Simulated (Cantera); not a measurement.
# Equilibrium for chlorosilane synthesis and conversion: Si + Cl₂ + H₂

Charge: 1 mol Si, a varied amount of Cl₂, 0.28 mol H₂, at 600 K and 0.100 bar.

These are equilibrium values from Cantera (NASA tables, ideal gas, pure condensed phases), not measurements of a reactor. Candidate condensed phases: Si; 19 gas species. The numbers say what is thermodynamically allowed, not how fast it happens.

| n(Cl₂) (mol) | x SiCl₄ | x H₂ | x HCl | x SiHCl₃ | x Cl₂ | n Si(s) |
|---|---|---|---|---|---|---|
| 0.5 | 0.420 | 0.498 | 7.09e-5 | 0.0811 | <1e-12 | 0.739 |
| 0.66 | 0.489 | 0.426 | 6.81e-5 | 0.0841 | <1e-12 | 0.657 |
| 0.81 | 0.540 | 0.374 | 6.54e-5 | 0.0849 | <1e-12 | 0.581 |
| 0.97 | 0.584 | 0.331 | 6.27e-5 | 0.0846 | <1e-12 | 0.499 |
| 1.1 | 0.613 | 0.302 | 6.07e-5 | 0.0839 | <1e-12 | 0.433 |
| 1.3 | 0.651 | 0.266 | 5.78e-5 | 0.0823 | <1e-12 | 0.331 |
| 1.4 | 0.668 | 0.250 | 5.64e-5 | 0.0814 | <1e-12 | 0.280 |
| 1.6 | 0.696 | 0.224 | 5.40e-5 | 0.0795 | <1e-12 | 0.179 |
| 1.7 | 0.708 | 0.213 | 5.28e-5 | 0.0785 | <1e-12 | 0.128 |
| 1.9 | 0.730 | 0.193 | 5.07e-5 | 0.0765 | <1e-12 | 0.0267 |
| 2.1 | 0.725 | 0.130 | 0.145 | 1.79e-5 | <1e-12 | 0 |
| 2.2 | 0.676 | 0.0541 | 0.270 | 3.71e-6 | <1e-12 | 0 |
| 2.4 | 0.595 | <1e-12 | 0.333 | <1e-12 | 0.0714 | 0 |
x: gas mole fraction; n: condensed amount in mol.

From 0.5 mol Cl₂ to 1.9 mol Cl₂ the condensed part is Si(s). From 2.1 mol Cl₂ to 2.4 mol Cl₂ nothing is condensed. The main Si-bearing gas is SiCl₄ throughout.
